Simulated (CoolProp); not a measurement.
A closed Brayton cycle with carbon dioxide: compressor inlet 310.15 K and 9.7 MPa, high pressure 26.8 MPa, turbine inlet 825 K, compressor efficiency 0.89, turbine efficiency 0.93, recuperator effectiveness 0 (on enthalpy, no pinch check). Each further row changes one setting.

The numbers come from the reference Helmholtz-energy equation of state, Span 1996 in CoolProp.

```csv
case,thermal efficiency (%),net work (kJ/kg),compressor to turbine work,compressor exit (K),turbine exit (K)
as stated,15.8,111,0.19,339.9,699.1
turbine inlet 775 K,15.8,102,0.21,339.9,653.7
compressor inlet 320.15 K,?,100,0.27,?,699.1
high pressure 22.8 MPa,13.6,96.9,0.17,334.4,718.6
recuperator effectiveness 0.5,?,111,0.19,339.9,699.1
```

**Question.** Fill in the missing entries.

**Answer.** 
- compressor inlet 320.15 K, thermal efficiency (%): 16.2
- compressor inlet 320.15 K, compressor exit (K): 379.8
- recuperator effectiveness 0.5, thermal efficiency (%): 23.1
